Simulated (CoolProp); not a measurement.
R1234ze(Z) along the isotherm 355.8 K: fugacity coefficient from the reference equation and from simpler models built on Tc = 423.3 K, pc = 35.31 bar, ω = 0.327; each cubic takes its own stable root.

Values from CoolProp's reference Helmholtz-energy equation of state, Akasaka 2019.

```
p (bar)   phase  reference
-------  ------  ---------
0.558       gas     0.9889
0.993       gas     0.9803
1.77        gas     0.9649
3.14        gas     0.9379
5.58        gas     0.8903
9.93     liquid     0.7584
17.7     liquid     0.4377
31.4     liquid     0.2593
55.8     liquid     0.1593
99.3     liquid     0.1043
177      liquid    0.07628
```

Problem. How far does each simpler model (van der Waals, Redlich-Kwong, Soave-Redlich-Kwong, Peng-Robinson) lie from the reference over these 11 states: mean and median of the absolute difference, and the worst?

Solution. 
- van der Waals: mean 49.2 %, median 15.3 %, worst +158.1 % at 355.8 K and 177 bar
- Redlich-Kwong: mean 19.4 %, median 11.5 %, worst +52.5 % at 355.8 K and 177 bar
- Soave-Redlich-Kwong: mean 5.5 %, median 4.5 %, worst +19.1 % at 355.8 K and 177 bar
- Peng-Robinson: mean 2.4 %, median 2.1 %, worst +7.4 % at 355.8 K and 177 bar

At some of these states van der Waals, Redlich-Kwong gives the other phase, because its saturation line lies elsewhere.
